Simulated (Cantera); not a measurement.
Cantera run, input and output.

```python
import numpy as np
import cantera as ct

gas = ct.Solution("gri30.yaml")
gas.TPX = 600, 101325, {'CH4': 1.3, 'O2': 2.9, 'N2': 10.9}
inlet = ct.Reservoir(gas, clone=True)
gas.equilibrate("HP")  # start burning
reactor = ct.IdealGasConstPressureReactor(gas, energy="on", clone=False)
exhaust = ct.Reservoir(gas, clone=True)
tau = [0.064, 0.028, 0.012, 0.0052, 0.0023, 0.00098, 0.00042, 0.00018, 7.9e-05][0]
for a, b in ((inlet, reactor), (reactor, exhaust)):
    ct.MassFlowController(a, b, mdot=lambda t: reactor.mass / tau)
net = ct.ReactorNet([reactor])
show = ['CH4', 'O2', 'C2H4', 'CH2CO', 'H']

rows = []
print(f"{'tau/s':>10s}{'T/K':>9s}" + "".join(f"{s:>11s}" for s in show))
for tau in [0.064, 0.028, 0.012, 0.0052, 0.0023, 0.00098, 0.00042, 0.00018, 7.9e-05]:
    net.initial_time = 0.0
    net.advance(30 * tau)
    before = gas.X
    net.advance(40 * tau)
    drift = np.max(np.abs(gas.X - before) / (gas.X + 1e-9))
    rows.append([gas.T, *gas[show].X, drift])
    print(f"{tau:10.3e}{gas.T:9.1f}" + "".join(f"{x:11.3e}" for x in gas[show].X))
```

Output:

```
     tau/s      T/K        CH4         O2       C2H4      CH2CO          H
 6.400e-02   2293.1  3.052e-06  2.191e-02  1.126e-10  3.690e-10  5.765e-04
 2.800e-02   2283.6  6.345e-06  2.274e-02  4.474e-10  9.175e-10  7.023e-04
 1.200e-02   2262.9  1.270e-05  2.391e-02  1.528e-09  2.355e-09  9.810e-04
 5.200e-03   2227.9  2.393e-05  2.553e-02  4.222e-09  5.726e-09  1.538e-03
 2.300e-03   2179.0  4.361e-05  2.760e-02  1.023e-08  1.289e-08  2.504e-03
 9.800e-04   2114.9  8.353e-05  3.020e-02  2.609e-08  2.983e-08  4.080e-03
 4.200e-04   2042.0  1.684e-04  3.323e-02  7.448e-08  7.436e-08  6.169e-03
 1.800e-04   1963.0  3.718e-04  3.714e-02  2.664e-07  2.256e-07  8.332e-03
 7.900e-05   1878.0  9.478e-04  4.351e-02  1.395e-06  9.728e-07  9.313e-03
```

Model: GRI-Mech 3.0 (53 species, 325 reactions), integrated in Cantera.
